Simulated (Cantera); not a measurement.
# CuO + CO + H2 (carbothermic reduction)

Charge: 1 mol CuO, 0.93 mol CO, 16 mol H2, at 1523 K and 0.130 bar.

Equilibrium computed with Cantera from the NASA thermochemical tables; the gas is ideal and each condensed phase is pure. Candidate condensed phases: C, C6H6, C7H8, C8H18, Cu, CuO, Cu(OH)2, Cu2O, H2O; 113 gas species. The numbers say what is thermodynamically allowed, not how fast it happens.

```yaml
x(H2): 0.887
x(H2O): 0.0578
x(CO): 0.0536
x(CO2): 0.00130
x(Cu): 9.26e-5
x(H): 6.04e-5
n(Cu(l)): 0.998 mol
gas_amount: 16.93 mol
log10 activity of C(graphite) (absent): -3.81
```
